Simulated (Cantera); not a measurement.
## Thermodynamics of boron, boron nitride and boron oxide, feed B2H6 + H2O

Feed: 1 mol B2H6, a varied amount of H2O, held at 2273 K and 0.0100 bar.

Equilibrium computed with Cantera from the NASA thermochemical tables; the gas is ideal and each condensed phase is pure. Candidate condensed phases: B, B2O3, B3O3H3, H2O; 23 gas species. The feed counts by its element totals alone. The tables' values for BH2 are old estimates; treat these amounts as uncertain. The numbers say what is thermodynamically allowed, not how fast it happens.

```csv
n(H2O) (mol),x H2,x H2O,x HBO2,x BO,x HBO,x H,x B2O3,x B2O2,n B(s)
0.88,0.752,7.65e-6,5.92e-5,0.0826,0.0744,0.0728,7.01e-5,0.0140,1.10
1.3,0.710,8.98e-6,8.90e-5,0.103,0.0899,0.0708,0.000135,0.0217,0.675
2,0.665,3.83e-5,0.000479,0.125,0.106,0.0685,0.000916,0.0323,0
3,0.700,0.0147,0.0687,0.0483,0.0420,0.0703,0.0493,0.00479,0
4.5,0.628,0.107,0.141,0.0129,0.0106,0.0666,0.0285,0.000340,0
6.8,0.504,0.264,0.143,0.00473,0.00349,0.0596,0.0119,4.59e-5,0
10,0.392,0.413,0.120,0.00225,0.00146,0.0526,0.00538,1.04e-5,0
```
x: gas mole fraction; n: condensed amount in mol.

From 0.88 mol H2O to 1.3 mol H2O the condensed part is B(s). From 2 mol H2O to 10 mol H2O nothing is condensed. The main B-bearing gas is BO at 0.88 mol H2O and HBO2 at 10 mol H2O.
